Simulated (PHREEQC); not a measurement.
Dissolve 0.1 mol/kgw Na2S at 25 °C. Closed to the air; pH follows from the charge balance.

All values are PHREEQC results (ion-association model, wateq4f.dat), not measurements.

Precipitation was switched off in this run.

Task: What pH, ionic strength, activity of water does the model give?

Result: pH 12.53; ionic strength 0.251 mol/kgw; activity of water 0.994.

With this much S-2 the pH rests on the database's HS-/S-2 constant; if that pK is higher, the solution is more alkaline. The database's pK near 12.9 for HS-/S-2 is now thought far too low, so its S-2 is overstated. The polysulfide entries of wateq4f.dat were taken out for this run.
